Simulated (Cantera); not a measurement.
# Catalytic stagnation flow on Pt

A jet of 5.75 % CH4, 8.47 % O2, 85.8 % N2, equivalence ratio 1.4 at 300 K and 0.0930 bar hits a platinum plate 3.1 cm away at a mass flux of 0.066 kg/m²/s; the plate temperature is set and raised in steps from an oxygen-covered start.

Detailed kinetics in Cantera: Deutschmann's 1995 Pt surface mechanism with GRI-Mech 3.0 gas chemistry. Catalytic surfaces can have several steady states; this one follows from the mechanism file's or the stated starting coverage.

| plate T (K) | wall x CH4 | wall x O2 | wall x H2O | wall x OH | wall x CO | wall x CO2 | θ free Pt | θ H* | θ O* | θ OH* | θ CO* | θ C* |
|---|---|---|---|---|---|---|---|---|---|---|---|---|
| 850 | 0.0439 | 0.0555 | 0.0258 | <1e-8 | 1.34e-5 | 0.0168 | 0.180 | 4.90e-8 | 0.818 | 0.00157 | 3.80e-5 | 9.71e-8 |
| 900 | 0.0104 | 0.00441 | 0.0866 | <1e-8 | 0.0385 | 0.0126 | 0.583 | 0.000152 | 2.52e-5 | 2.44e-5 | 0.411 | 0.00659 |
| 950 | 0.00757 | 0.00333 | 0.0907 | <1e-8 | 0.0474 | 0.00565 | 0.695 | 0.000465 | 7.77e-6 | 1.18e-5 | 0.290 | 0.0146 |
| 1000 | 0.00581 | 0.00266 | 0.0908 | <1e-8 | 0.0502 | 0.00442 | 0.803 | 0.000895 | 5.06e-6 | 8.42e-6 | 0.180 | 0.0157 |
| 1050 | 0.00485 | 0.00231 | 0.0890 | <1e-8 | 0.0497 | 0.00626 | 0.887 | 0.00108 | 6.88e-6 | 8.67e-6 | 0.103 | 0.00830 |
| 1100 | 0.00442 | 0.00217 | 0.0864 | <1e-8 | 0.0475 | 0.00930 | 0.939 | 0.00112 | 1.09e-5 | 9.53e-6 | 0.0563 | 0.00381 |
| 1150 | 0.00426 | 0.00215 | 0.0834 | 1.70e-8 | 0.0445 | 0.0130 | 0.967 | 0.00110 | 1.74e-5 | 1.04e-5 | 0.0301 | 0.00179 |
| 1200 | 0.00423 | 0.00218 | 0.0802 | 4.26e-8 | 0.0410 | 0.0170 | 0.982 | 0.00106 | 2.70e-5 | 1.13e-5 | 0.0162 | 0.000886 |
x: mole fraction at the wall; θ: surface coverage.
